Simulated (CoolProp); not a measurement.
C2F6 (R116) along the isobar 41.8 bar: density (kg/m³) from the reference equation and from simpler models built on Tc = 293.0 K, pc = 30.48 bar, ω = 0.257; each cubic takes its own stable root.

The numbers come from the reference Helmholtz-energy equation of state, Lemmon 2006 in CoolProp. It is a short technical equation, of lower accuracy than the large ones.

```
T (K)          phase  reference
-----  -------------  ---------
252.4         liquid       1346
269.7         liquid       1233
286.9         liquid       1080
304.2  supercritical      749.8
321.5  supercritical      385.2
338.7  supercritical      301.9
356    supercritical      259.1
373.2  supercritical      231.3
390.5  supercritical      210.8
407.7  supercritical      194.9
425    supercritical      181.9
```

Q: How far does each simpler model (Redlich-Kwong, Soave-Redlich-Kwong, Peng-Robinson) lie from the reference over these 11 states: mean and median of the absolute difference, and the worst?

A: 
- Redlich-Kwong: mean 7.1 %, median 5.5 %, worst -13.3 % at 286.9 K and 41.8 bar
- Soave-Redlich-Kwong: mean 4.8 %, median 2.0 %, worst -14.3 % at 304.2 K and 41.8 bar
- Peng-Robinson: mean 3.1 %, median 2.4 %, worst -7.5 % at 304.2 K and 41.8 bar
